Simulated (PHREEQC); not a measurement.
1 kg of water holding 0.055 mol/kgw H3BO3, 0.07 mol/kgw MgCl2, 0.15 mol/kgw MgSO4, 0.041 mol/kgw NaCl and 0.032 mol/kgw KCl is evaporated at 25 °C; the solids stay in contact with the brine. The system is closed to CO2. Only these solids could form: Arcanite, Bischofite, Bloedite, Brucite, Carnallite, Epsomite, Glaserite, Halite, Hexahydrite, Kainite, Kieserite, Leonite, Mirabilite, Misenite, Schoenite, Sylvite, Thenardite, Borax, Boric_acid,s, KB5O8:4H2O, K2B4O7:4H2O, NaBO2:4H2O, NaB5O8:5H2O, Teepleite, MgCl2_4H2O.

Computed with PHREEQC (Pitzer model, pitzer.dat).

Predict ionic strength at water left (kg) = 0.8219, 0.2533, 0.07809, 0.05802.


```csv
water left (kg),ionic strength
0.8219,1.07
0.2533,3.49
0.07809,11.3
0.05802,11.9
```
